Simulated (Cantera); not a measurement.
A freely propagating, adiabatic, planar premixed flame of CH₄ : O₂ : N₂ = 1 : 1.54 : 5.78 (molar parts), unburnt at 425 K and 3.30 bar; mixture-averaged transport, grid criteria slope 0.08 and curve 0.16, no radiation.

Detailed kinetics in Cantera: GRI-Mech 3.0 (53 species, 325 reactions). Burning velocities carry a grid error of a few per cent, more on coarse grids.

### Question
Predict: laminar burning velocity; thermal thickness; peak x(CH₂O); peak x(CO); peak x(C₂H).

### Answer
```
Property                     Result
------------------------  ---------
laminar burning velocity  25.4 cm/s
thermal thickness          0.258 mm
peak x(CH₂O)                0.00118
peak x(CO)                   0.0670
peak x(C₂H)                 1.06e-6
```
